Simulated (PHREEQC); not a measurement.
**Hard or scaling water**

Make-up at 25 °C: 120 mmol/kgw MgCl2, 1.7 mmol/kgw NaHCO3 and 57 mmol/kgw NaCl. Closed to the air; pH follows from the charge balance.

Equilibrium calculation in PHREEQC: ion-association model, wateq4f.dat.

Each row changes one thing in this solution. Precipitation was switched off in this run.

```tsv
case	pH	HCO3- (mol/kgw)	CO2 (mol/kgw)	NaHCO3 (mol/kgw)	SI of Halite (NaCl)	SI of Nahcolite (NaHCO3)
as made	7.51	0.00110	4.90e-5	1.66e-5	-3.67	-3.94
temperature from 25 to 55 °C	7.21	0.00103	7.76e-5	(withheld)	-3.75	-4.24
diluted 10-fold with water	7.76	0.000151	4.89e-6	(withheld)	-5.50	-5.66
NaCl from 0.057 to 0.57 mol/kgw	7.45	0.00103	4.49e-5	0.000125	-2.28	-3.01
MgCl2 replaced by AlCl3 at the same molality	(withheld)	5.92e-6	0.00169	(withheld)	-3.55	-6.24
NaHCO3 from 0.0017 to 0.017 mol/kgw	7.54	0.0112	0.000459	0.000210	(withheld)	-2.84
NaCl from 0.057 to 0.0855 mol/kgw	7.51	0.00110	4.86e-5	2.42e-5	-3.46	-3.77
```

### Question
Complete the blanks.

### Answer

- temperature from 25 to 55 °C, NaHCO3 (mol/kgw): 1.49e-5
- diluted 10-fold with water, NaHCO3 (mol/kgw): 3.45e-7
- MgCl2 replaced by AlCl3 at the same molality, pH: 3.65
- MgCl2 replaced by AlCl3 at the same molality, NaHCO3 (mol/kgw): 7.73e-8
- NaHCO3 from 0.0017 to 0.017 mol/kgw, SI of Halite (NaCl): -3.57

The ionic strength passes 0.7 mol/kgw, the rough limit of the ion-association models, in NaCl from 0.057 to 0.57 mol/kgw; MgCl2 replaced by AlCl3 at the same molality. Complexes and solids missing from the database can't appear. Some of these states are supersaturated (in Magnesite (slow to form), Gibbsite (slow to form), Boehmite (slow to form), for instance). Constants without temperature data keep their 25 °C values here.
